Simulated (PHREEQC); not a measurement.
NaOH is added in steps, without added water, to 1 kg of water holding 0.017 mol HCl, 3.7e-05 mol LiCl and 8.7e-05 mol Fe2(SO4)3, at 25 °C. O2 is buffered at 0.21 atm. The system is closed to CO2. Precipitation was switched off in this run.

Base run: PHREEQC, ion-association model, wateq4f.dat. Each further column changes one thing. The table gives HSO4- (mol/kgw).

| NaOH added (mol) | base | LiCl left out | temperature from 25 to 85 °C | LiCl from 3.7e-05 to 1.85e-05 mol/kgw | solids may form |
|---|---|---|---|---|---|
| 0 | 0.000115 | 0.000115 | ? | 0.000115 | 0.000132 |
| 0.0033 | 0.000102 | 0.000102 | 0.000198 | 0.000102 | 0.000118 |
| 0.0077 | 7.96e-5 | 7.96e-5 | 0.000179 | 7.96e-5 | ? |
| 0.011 | 5.85e-5 | 5.86e-5 | ? | 5.86e-5 | 7.05e-5 |
| 0.0143 | 3.18e-5 | 3.18e-5 | 0.000106 | 3.18e-5 | ? |
| 0.0187 | 1.85e-13 | 1.85e-13 | ? | 1.85e-13 | 1.58e-13 |
| 0.022 | 4.23e-14 | 4.23e-14 | 5.76e-12 | 4.23e-14 | 4.07e-14 |

Question: Some entries are withheld; supply them.

Answer: 
- 0, temperature from 25 to 85 °C: 0.000207
- 0.0077, solids may form: 9.40e-5
- 0.011, temperature from 25 to 85 °C: 0.000154
- 0.0143, solids may form: 3.99e-5
- 0.0187, temperature from 25 to 85 °C: 2.52e-11

In at least one series the solution becomes supersaturated in solids that the run did not let form, among them Hematite. Constants without temperature data keep their 25 °C values here.  Solids allowed in the column 'solids may form': Hematite, Jarosite-Na, Halite, Mirabilite.
